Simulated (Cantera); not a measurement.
A perfectly stirred reactor is fed with H2 : O2 : N2 = 1 : 0.625 : 2.35 (molar parts), equivalence ratio 0.80, at 3750 Torr; it is adiabatic with a 748 K inlet, and is followed from long to short residence time, starting on the burning branch (τ in s: 0.08, 0.035, 0.016, 0.0068, 0.003, 0.0013, 0.00058, 0.00026, 0.00011, 5e-05, 2.2e-05, 9.6e-06).

Computed with Cantera and the H2/O2 subset of GRI-Mech 3.0, which has no nitrogen chemistry. The hydrogen kinetics of GRI-Mech 3.0 are dated; newer H2 mechanisms differ, most at raised pressure.

x: mole fraction; the columns are a selection and need not sum to one.

```json
[
 {"τ (s)": "0.080", "T (K)": "2499", "x H2": "0.00398", "x O2": "0.0347", "x H2O2": "8.12e-7", "x OH": "0.0103", "x H2O": "0.277"},
 {"τ (s)": "0.035", "T (K)": "2499", "x H2": "0.00400", "x O2": "0.0348", "x H2O2": "8.12e-7", "x OH": "0.0103", "x H2O": "0.277"},
 {"τ (s)": "0.016", "T (K)": "2498", "x H2": "0.00404", "x O2": "0.0348", "x H2O2": "8.11e-7", "x OH": "0.0103", "x H2O": "0.277"},
 {"τ (s)": "0.0068", "T (K)": "2497", "x H2": "0.00415", "x O2": "0.0348", "x H2O2": "8.11e-7", "x OH": "0.0104", "x H2O": "0.276"},
 {"τ (s)": "0.0030", "T (K)": "2494", "x H2": "0.00438", "x O2": "0.0348", "x H2O2": "8.10e-7", "x OH": "0.0106", "x H2O": "0.276"},
 {"τ (s)": "0.0013", "T (K)": "2487", "x H2": "0.00491", "x O2": "0.0349", "x H2O2": "8.11e-7", "x OH": "0.0110", "x H2O": "0.275"},
 {"τ (s)": "0.00058", "T (K)": "2473", "x H2": "0.00597", "x O2": "0.0352", "x H2O2": "8.19e-7", "x OH": "0.0119", "x H2O": "0.273"},
 {"τ (s)": "0.00026", "T (K)": "2446", "x H2": "0.00796", "x O2": "0.0356", "x H2O2": "8.53e-7", "x OH": "0.0132", "x H2O": "0.269"},
 {"τ (s)": "0.00011", "T (K)": "2395", "x H2": "0.0116", "x O2": "0.0366", "x H2O2": "…", "x OH": "0.0153", "x H2O": "0.263"},
 {"τ (s)": "5.0e-5", "T (K)": "2322", "x H2": "0.0163", "x O2": "0.0382", "x H2O2": "…", "x OH": "0.0173", "x H2O": "0.254"},
 {"τ (s)": "2.2e-5", "T (K)": "2217", "x H2": "0.0226", "x O2": "0.0408", "x H2O2": "…", "x OH": "0.0187", "x H2O": "0.242"},
 {"τ (s)": "9.6e-6", "T (K)": "2081", "x H2": "0.0299", "x O2": "0.0446", "x H2O2": "…", "x OH": "0.0188", "x H2O": "0.228"}
]
```

**Question.** What belongs in the gaps?

**Answer.** 
- 0.00011, x H2O2: 9.56e-7
- 5.0e-5, x H2O2: 1.14e-6
- 2.2e-5, x H2O2: 1.44e-6
- 9.6e-6, x H2O2: 1.97e-6
